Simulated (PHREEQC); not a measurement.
Na2CO3 is added in steps, without added water, to 1 kg of water holding 0.0002 mol PbCl2, 0.11 mol NaNO3 and 0.06 mol Zn(NO3)2, at 25 °C. Oxygen is held at 0.21 atm. The system is closed to CO2. Only these solids could form: Zn(OH)2-e, Smithsonite, Zn5(OH)8Cl2, Litharge, Cerrusite, Hydrocerrusite, Cotunnite, Laurionite, Halite, Nahcolite, Natron.

Base run: PHREEQC, ion-association model, wateq4f.dat. Each further column changes one thing. The table gives Zn+2 (mol/kgw).

```json
[
 {"Na2CO3 added (mol)": "0", "base": "0.0600", "diluted 100-fold with water": "0.000599", "PbCl2 from 0.0002 to 0.001 mol/kgw": "[?]"},
 {"Na2CO3 added (mol)": "0.023", "base": "0.0371", "diluted 100-fold with water": "[?]", "PbCl2 from 0.0002 to 0.001 mol/kgw": "[?]"},
 {"Na2CO3 added (mol)": "0.046", "base": "0.0142", "diluted 100-fold with water": "6.32e-11", "PbCl2 from 0.0002 to 0.001 mol/kgw": "0.0149"},
 {"Na2CO3 added (mol)": "0.0575", "base": "0.00277", "diluted 100-fold with water": "5.66e-11", "PbCl2 from 0.0002 to 0.001 mol/kgw": "[?]"},
 {"Na2CO3 added (mol)": "0.0805", "base": "3.01e-7", "diluted 100-fold with water": "4.90e-11", "PbCl2 from 0.0002 to 0.001 mol/kgw": "3.17e-7"},
 {"Na2CO3 added (mol)": "0.1035", "base": "1.32e-7", "diluted 100-fold with water": "[?]", "PbCl2 from 0.0002 to 0.001 mol/kgw": "1.35e-7"},
 {"Na2CO3 added (mol)": "0.1265", "base": "8.85e-8", "diluted 100-fold with water": "4.17e-11", "PbCl2 from 0.0002 to 0.001 mol/kgw": "8.98e-8"},
 {"Na2CO3 added (mol)": "0.1495", "base": "6.90e-8", "diluted 100-fold with water": "3.97e-11", "PbCl2 from 0.0002 to 0.001 mol/kgw": "[?]"},
 {"Na2CO3 added (mol)": "0.1725", "base": "5.79e-8", "diluted 100-fold with water": "3.82e-11", "PbCl2 from 0.0002 to 0.001 mol/kgw": "5.84e-8"},
 {"Na2CO3 added (mol)": "0.184", "base": "5.40e-8", "diluted 100-fold with water": "3.75e-11", "PbCl2 from 0.0002 to 0.001 mol/kgw": "5.44e-8"},
 {"Na2CO3 added (mol)": "0.207", "base": "4.81e-8", "diluted 100-fold with water": "3.65e-11", "PbCl2 from 0.0002 to 0.001 mol/kgw": "4.84e-8"},
 {"Na2CO3 added (mol)": "0.23", "base": "4.38e-8", "diluted 100-fold with water": "3.56e-11", "PbCl2 from 0.0002 to 0.001 mol/kgw": "[?]"}
]
```

Task: Fill in the missing entries.

Result: 
- 0, PbCl2 from 0.0002 to 0.001 mol/kgw: 0.0599
- 0.023, diluted 100-fold with water: 9.70e-11
- 0.023, PbCl2 from 0.0002 to 0.001 mol/kgw: 0.0378
- 0.0575, PbCl2 from 0.0002 to 0.001 mol/kgw: 0.00355
- 0.1035, diluted 100-fold with water: 4.46e-11
- 0.1495, PbCl2 from 0.0002 to 0.001 mol/kgw: 6.97e-8
- 0.23, PbCl2 from 0.0002 to 0.001 mol/kgw: 4.41e-8

The database's zinc carbonate complexes are estimates, stronger than later reviews accept.
